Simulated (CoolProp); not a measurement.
Nitrous oxide at 364.57 K and 0.232 MPa is throttled through a valve to 0.0373 MPa with no heat exchange. Each further row changes one setting.

Computed with CoolProp (reference Helmholtz-energy equation of state, Lemmon 2006). It is a short technical equation, of lower accuracy than the large ones.

```tsv
case	temperature change (K)	final density (kg/m³)
as stated	-1.3	(withheld)
outlet pressure 0.0112 MPa	(withheld)	(withheld)
outlet pressure 0.0485 MPa	-1.3	(withheld)
```

Problem. Fill in the missing entries.

Solution. 
- as stated, final density (kg/m³): 0.544
- outlet pressure 0.0112 MPa, temperature change (K): -1.5
- outlet pressure 0.0112 MPa, final density (kg/m³): 0.163
- outlet pressure 0.0485 MPa, final density (kg/m³): 0.708
